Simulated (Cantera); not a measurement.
Equilibrium for iron carbonyl, mercury and lead vapours: Pb + O2 + N2

A closed system holds: 1 mol Pb, 0.022 mol O2, 32 mol N2, equilibrated at 1002 °C and 75.0 Torr.

Cantera equilibrium calculation (NASA polynomials, part measured and part estimated; ideal gas, pure solids and liquids). Candidate condensed phases: Pb, PbO, PbO2, Pb3O4; 12 gas species. Gases not in the tables: (PbO)n polymers. Kinetics and transport are ignored.

```
Item            Value
----------  ---------
x(N2)           0.980
x(Pb)          0.0189
x(PbO)        0.00135
x(Pb2)        1.44e-6
n(Pb(l))    0.340 mol
gas amount  32.66 mol
```
